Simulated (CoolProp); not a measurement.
Vapour-liquid equilibrium of fluoroethane (R161) (1) + R134a (2) at 18 bar; x and y are mole fractions of (1).

Model: multi-fluid Helmholtz-energy mixture model, Wu 2012 and Tillner-Roth 1994; pair parameters Bell 2016, in CoolProp.

```json
[
 {"x": "0.05", "bubble temperature, mixture model (K)": "335.7", "bubble temperature, Raoult's law (K)": "335.4", "y, mixture model": "0.055", "y, Raoult's law": "0.063"},
 {"x": "0.15", "bubble temperature, mixture model (K)": "334.9", "bubble temperature, Raoult's law (K)": "334.2", "y, mixture model": "0.165", "y, Raoult's law": "0.185"},
 {"x": "0.25", "bubble temperature, mixture model (K)": "334.0", "bubble temperature, Raoult's law (K)": "333.1", "y, mixture model": "0.275", "y, Raoult's law": "0.301"},
 {"x": "0.35", "bubble temperature, mixture model (K)": "333.1", "bubble temperature, Raoult's law (K)": "331.9", "y, mixture model": "0.383", "y, Raoult's law": "0.410"},
 {"x": "0.45", "bubble temperature, mixture model (K)": "332.0", "bubble temperature, Raoult's law (K)": "330.8", "y, mixture model": "0.489", "y, Raoult's law": "0.514"},
 {"x": "0.55", "bubble temperature, mixture model (K)": "330.9", "bubble temperature, Raoult's law (K)": "329.7", "y, mixture model": "0.593", "y, Raoult's law": "0.613"},
 {"x": "0.65", "bubble temperature, mixture model (K)": "329.7", "bubble temperature, Raoult's law (K)": "328.5", "y, mixture model": "0.692", "y, Raoult's law": "0.707"},
 {"x": "0.75", "bubble temperature, mixture model (K)": "328.4", "bubble temperature, Raoult's law (K)": "327.5", "y, mixture model": "0.787", "y, Raoult's law": "0.796"},
 {"x": "0.85", "bubble temperature, mixture model (K)": "327.0", "bubble temperature, Raoult's law (K)": "326.4", "y, mixture model": "0.877", "y, Raoult's law": "0.881"},
 {"x": "0.95", "bubble temperature, mixture model (K)": "325.6", "bubble temperature, Raoult's law (K)": "325.3", "y, mixture model": "0.961", "y, Raoult's law": "0.961"}
]
```

The largest gap from Raoult's law is +1.2 K in bubble temperature, at x = 0.45. No azeotrope shows between x = 0.05 and 0.95.

The pair parameters rest on a limited set of measurements; away from them the model extrapolates.
